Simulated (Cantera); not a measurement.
A closed system holds: 1 mol SiCl₄, 5.3 mol NO, 5.9 mol N₂, at 1623 K and 0.0133 bar.

Method: chemical equilibrium by Gibbs-energy minimisation in Cantera with the NASA 1993 tables (ideal gas, pure condensed phases). Candidate condensed phases: Si, SiO₂, Si₂N₂O, Si₃N₄; 23 gas species. The tables hold silica as quartz up to 1696 K and as liquid above; real silica turns to tridymite and cristobalite and melts near 1996 K. Equilibrium is a limit: real reactors are often held back by kinetics, nucleation or transport.

Base state: N₂ 0.625, Cl 0.215, O₂ 0.120, Cl₂ 0.0389, NO 0.00144, ClO 0.000182, O 5.70e-5 (mole fractions); condensed: SiO₂(β-quartz).

What changes in the equilibrium state with this change: temperature from 1623 K to 575 K?


```tsv
species	before	after
N₂	0.625	0.701
Cl₂	0.0389	0.164
O₂	0.120	0.135
Cl	0.215	2.35e-8
NO	0.00144	7.03e-9
ClO	0.000182	<1e-9
SiO₂(β-quartz), mol	1.000	0
SiO₂(α-quartz), mol	0	1.00
```
